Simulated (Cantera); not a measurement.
Standard-state values (1 bar) from the NASA 1993 polynomials, evaluated with Cantera. Values are per mole of reaction as written; species without (g) are pure solids or liquids, kept so even where they would boil at 1 bar.

5 N2(g) + 2 P4O10 → 2 P4(g) + 10 NO2(g)

```csv
T (K),ΔH° (kJ),ΔS° (J/K),ΔG° (kJ),log10 K
498,?,?,?,?
523,?,?,?,?
548,6448.7,1473.9,5641.0,-537.68
573,?,?,?,?
598,6439.2,1457.3,5567.7,-486.32
```

**Question.** What belongs in the gaps?

**Answer.** 
- 498, ΔH° (kJ): 6457.1
- 498, ΔS° (J/K): 1490.1
- 498, ΔG° (kJ): 5715.1
- 498, log10 K: -599.43
- 523, ΔH° (kJ): 6453.0
- 523, ΔS° (J/K): 1482.0
- 523, ΔG° (kJ): 5677.9
- 523, log10 K: -567.07
- 573, ΔH° (kJ): 6444.0
- 573, ΔS° (J/K): 1465.7
- 573, ΔG° (kJ): 5604.2
- 573, log10 K: -510.87
